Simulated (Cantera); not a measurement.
Feed: 1 mol Fe3O4, 0.66 mol CH4, 0.76 mol H2, equilibrated at 2202 °C and 10.0 Torr.

Cantera equilibrium calculation (NASA polynomials, part measured and part estimated; ideal gas, pure solids and liquids). Candidate condensed phases: C, C6H6, C7H8, C8H18, Fe, Fe(CO)5, FeO, Fe(OH)2, Fe(OH)3, Fe2O3, Fe3O4, H2O; 114 gas species. The tables' stoichiometric FeO is somewhat more stable than real wüstite, so its field is too wide. FeO: taken at fixed stoichiometry. Rates play no part.

Base state: Fe 0.329, H2O 0.271, H2 0.0947, CO 0.0895, H 0.0600, FeO 0.0469, CO2 0.0418, OH 0.0346 (mole fractions); condensed: FeO(l).

Q: What changes in the equilibrium state with this change: pressure from 10.0 Torr to 0.0750 Torr?

A: 
```
species        before    after
-----------  --------  -------
H              0.0600    0.330
Fe              0.329    0.290
O              0.0145    0.228
H2O             0.271  0.00725
CO2            0.0418  0.00339
FeO            0.0469  0.00488
H2             0.0947   0.0215
O2             0.0170   0.0316
OH             0.0346   0.0224
CO             0.0895   0.0616
Fe(OH)2      0.000579  1.21e-8
FeO(l), mol      1.11        0
```
